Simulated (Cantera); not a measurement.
Charge: 1 mol SiCl₄, 5.8 mol H₂, 0.5 mol HCl, at 700 °C and 100000 Pa.

Equilibrium computed with Cantera from the NASA thermochemical tables; the gas is ideal and each condensed phase is pure. Candidate condensed phases: Si; 19 gas species. The tables' values for SiCl₃ are old estimates; treat these amounts as uncertain. Rates play no part.

Base state: H₂ 0.787, SiCl₄ 0.129, HCl 0.0762, SiHCl₃ 0.00751, SiCl₃ 0.000103, SiH₂Cl₂ 4.56e-5 (mole fractions); condensed: gas only.

Task: What changes in the equilibrium state with this change: temperature from 700 °C to 425 °C?

Result: 
```tsv
species	before	after
H₂	0.787	0.794
SiCl₄	0.129	0.137
HCl	0.0762	0.0688
SiCl₃	0.000103	2.30e-8
SiH₂Cl₂	4.56e-5	4.68e-8
SiHCl₃	0.00751	0.000312
```

Task: What changes in the equilibrium state with this change: SiCl₄ replaced by Si?

Result: 
| species | before | after |
|---|---|---|
| H₂ | 0.787 | 0.972 |
| SiHCl₃ | 0.00751 | 0.0106 |
| SiCl₄ | 0.129 | 0.0103 |
| HCl | 0.0762 | 0.00535 |
| SiH₃Cl | 6.99e-8 | 3.04e-5 |
| SiH₂Cl₂ | 4.56e-5 | 0.00113 |
| Si(s), mol | 0 | 0.863 |
